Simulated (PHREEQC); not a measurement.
**Acid rinse or clean: speciation**

Solution (25 °C): 0.016 mol HBr and 0.0035 mol CuCl2 per kg of water. Closed to the air; pH follows from the charge balance.

All values are PHREEQC results (ion-association model, wateq4f.dat), not measurements.

Precipitation was switched off in this run.

Estimate the pH.

pH 1.85.

In which forms is Cu present?

Cu+2 99 %, CuCl+ 1.0 % of the Cu.
